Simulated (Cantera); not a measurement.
Feed: 1 mol Fe₃O₄, 0.09 mol HCl, 0.12 mol O₂, held at 1400 K and 15.8 Torr.

Equilibrium computed with Cantera from the NASA thermochemical tables; the gas is ideal and each condensed phase is pure. Candidate condensed phases: Fe, FeCl₂, FeCl₃, FeO, Fe(OH)₂, Fe(OH)₃, Fe₂O₃, Fe₃O₄, H₂O; 22 gas species. Mutual solubility and eutectic melting of coexisting phases are not modelled. The numbers say what is thermodynamically allowed, not how fast it happens.

Q: What is the equilibrium state?

A: 
```
Item                                        Result
-------------------------------------  -----------
x(HCl)                                       0.736
x(H₂O)                                       0.122
x(FeCl₂)                                     0.103
x(O₂)                                       0.0174
x(Cl)                                       0.0120
x(FeCl₃)                                   0.00580
x(Cl₂)                                     0.00375
x(OH)                                      4.78e-5
x(Fe₂Cl₄)                                  1.96e-5
n(Fe₂O₃(s))                              0.717 mol
n(Fe₃O₄(s))                              0.519 mol
gas amount                             0.09188 mol
log10 activity of FeCl₂(l) (absent)          -2.98
log10 activity of Fe(γ) (absent)             -6.05
log10 activity of Fe(OH)₂(s) (absent)        -9.07
```
